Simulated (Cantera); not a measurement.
An adiabatic, constant-pressure homogeneous reactor starts with 25.9 % H₂, 13.6 % O₂, 51.2 % N₂, 9.31 % H₂O, equivalence ratio 0.95, at 1125 K and 3.00 bar.

Detailed kinetics in Cantera: the H2/O2 subset of GRI-Mech 3.0, which has no nitrogen chemistry. The hydrogen kinetics of GRI-Mech 3.0 are dated; newer H2 mechanisms differ, most at raised pressure.

### Question
Predict: time of steepest temperature rise; temperature at 4.00 s; equilibrium temperature; x(H₂) at 4.00 s; x(O₂) at 4.00 s; x(H₂O) at 4.00 s; x(O) at 4.00 s; x(H₂O₂) at 4.00 s; x(H) at 4.00 s; x(HO₂) at 4.00 s.

### Answer
```json
{
  "time_of_steepest_temperature_rise": "0.500 ms",
  "temperature at 4.00 s": "2655 K",
  "equilibrium_temperature": "2655 K",
  "x(H₂) at 4.00 s": "0.0215 (gas-phase equilibrium 0.0215)",
  "x(O₂) at 4.00 s": "0.0141 (gas-phase equilibrium 0.0141)",
  "x(H₂O) at 4.00 s": "0.364 (gas-phase equilibrium 0.364)",
  "x(O) at 4.00 s": "0.00205 (gas-phase equilibrium 0.00205)",
  "x(H₂O₂) at 4.00 s": "7.22e-7 (gas-phase equilibrium 7.22e-7)",
  "x(H) at 4.00 s": "0.00407 (gas-phase equilibrium 0.00407)",
  "x(HO₂) at 4.00 s": "6.91e-6 (gas-phase equilibrium 6.91e-6)"
}
```
